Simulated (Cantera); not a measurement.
A closed system holds: 1 mol BCl3, 36 mol H2, held at 775 K and 46.5 Torr.

These are equilibrium values from Cantera (NASA tables, ideal gas, pure condensed phases), not measurements of a reactor. Candidate condensed phases: B; 13 gas species. Gases not in the tables: BHCl2. The numbers say what is thermodynamically allowed, not how fast it happens.

Base state: H2 0.963, BCl3 0.0222, HCl 0.0144 (mole fractions); condensed: B(s).

**Question.** What changes in the equilibrium state with this change: BCl3 replaced by B?

**Answer.** 
```
species    before  after
---------  ------  -----
H2          0.963   1.00
BCl3       0.0222      0
HCl        0.0144      0
B(s), mol   0.178   1.00
```

**Question.** What changes in the equilibrium state with this change: 0.1 mol O2 added?

**Answer.** 
```tsv
species	before	after
H2	0.963	0.963
BCl3	0.0222	0.0210
HCl	0.0144	0.0141
B3O3Cl3	0	0.00130
B3O3H3	0	0.000501
B(s), mol	0.178	0.0223
```
Further candidate phases: B2O3, B3O3H3, H2O.
